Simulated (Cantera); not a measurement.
What does this Cantera script print?

```python
import numpy as np
import cantera as ct

gas = ct.Solution("gri30.yaml")
gas.TPX = 1700, 12000, {'C2H4': 1, 'H2': 5.1}
inlet = ct.Reservoir(gas, clone=True)

reactor = ct.IdealGasConstPressureReactor(gas, energy="off", clone=False)
exhaust = ct.Reservoir(gas, clone=True)
tau = [0.47, 0.18, 0.068, 0.026, 0.0099, 0.0038, 0.0014, 0.00054][0]
for a, b in ((inlet, reactor), (reactor, exhaust)):
    ct.MassFlowController(a, b, mdot=lambda t: reactor.mass / tau)
net = ct.ReactorNet([reactor])
show = ['C2H4', 'H2', 'H', 'CH2', 'C2H6', 'C2H', 'CH4']

rows = []
print(f"{'tau/s':>10s}{'T/K':>9s}" + "".join(f"{s:>11s}" for s in show))
for tau in [0.47, 0.18, 0.068, 0.026, 0.0099, 0.0038, 0.0014, 0.00054]:
    net.initial_time = 0.0
    net.advance(30 * tau)
    before = gas.X
    net.advance(40 * tau)
    drift = np.max(np.abs(gas.X - before) / (gas.X + 1e-9))
    rows.append([gas.T, *gas[show].X, drift])
    print(f"{tau:10.3e}{gas.T:9.1f}" + "".join(f"{x:11.3e}" for x in gas[show].X))
```

It prints:

```
     tau/s      T/K       C2H4         H2          H        CH2       C2H6        C2H        CH4
 4.700e-01   1700.0  1.181e-03  8.578e-01  3.374e-04  4.577e-09  1.185e-07  3.058e-07  1.282e-03
 1.800e-01   1700.0  2.267e-03  8.581e-01  2.607e-04  2.012e-09  1.959e-07  2.350e-07  7.009e-04
 6.800e-02   1700.0  6.525e-03  8.578e-01  1.650e-04  1.542e-09  4.391e-07  1.450e-07  4.432e-04
 2.600e-02   1700.0  2.039e-02  8.560e-01  1.008e-04  2.378e-09  9.816e-07  8.093e-08  3.087e-04
 9.900e-03   1700.0  5.169e-02  8.517e-01  6.892e-05  4.009e-09  1.833e-06  4.350e-08  1.989e-04
 3.800e-03   1700.0  9.510e-02  8.456e-01  5.220e-05  5.588e-09  2.589e-06  2.034e-08  1.028e-04
 1.400e-03   1700.0  1.334e-01  8.403e-01  3.721e-05  5.594e-09  2.479e-06  6.476e-09  3.495e-05
 5.400e-04   1700.0  1.529e-01  8.376e-01  2.053e-05  3.515e-09  1.364e-06  1.290e-09  7.144e-06
```

Detailed kinetics in Cantera: GRI-Mech 3.0 (53 species, 325 reactions). GRI-Mech 3.0 was tuned for natural gas; its chemistry of ethylene as a main component is partial and can be far from experiment. GRI-Mech 3.0 stops at C3 and has no aromatics, soot or wall deposition, so with more carbon than oxygen in the feed, carbon stays in small species such as C2H2 where larger ones or solid carbon would form.
